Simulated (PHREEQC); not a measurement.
Make-up at 25 °C: 7.5 mmol/kgw Al2(SO4)3, 0.079 mmol/kgw CuCl2, 0.056 mmol/kgw NaHCO3 and 5 mmol/kgw NaCl. Closed to the air; pH follows from the charge balance.

Equilibrium calculation in PHREEQC: ion-association model, wateq4f.dat.

Precipitation was switched off in this run.

Question: Predict the pH.

Answer: pH 4.10.

Question: In which forms is Cu present?

Answer: Cu+2 69 %, CuSO4 30 % of the Cu.

The solution is supersaturated, for example in Basaluminite, Gibbsite (slow to form), so a real one may precipitate; this is no full list. Complexes and solids missing from the database can't appear.
